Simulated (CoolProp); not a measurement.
R404A at 495 K and 3.95 MPa flows at 0.89 m/s in a round tube of 100 mm bore and 15 µm roughness, fully developed (64/Re and Nu = 3.66 if laminar; Colebrook and Gnielinski if turbulent). Each further row changes one setting.

The numbers come from the reference Helmholtz-energy equation of state, Lemmon 2003 in CoolProp. It is a pseudo-pure fit of the blend.

```
case               Reynolds number  Darcy friction factor  pressure drop (Pa/m)  heat-transfer coefficient (W/(m² K))  mass flow (kg/h)
-----------------  ---------------  ---------------------  --------------------  ------------------------------------  ----------------
as stated               (withheld)             (withheld)            (withheld)                                   232              2610
velocity 1.78 m/s           851000                 0.0143                  23.4                                   434              5210
diameter 200 mm             851000                 0.0133            (withheld)                            (withheld)        (withheld)
```

### Question
Some entries are withheld; supply them.

### Answer

- as stated, Reynolds number: 426000
- as stated, Darcy friction factor: 0.0152
- as stated, pressure drop (Pa/m): 6.24
- diameter 200 mm, pressure drop (Pa/m): 2.72
- diameter 200 mm, heat-transfer coefficient (W/(m² K)): 202
- diameter 200 mm, mass flow (kg/h): 10400

Viscosity comes from a separate model (Geller 2000). Thermal conductivity comes from a separate model (Geller 2001).
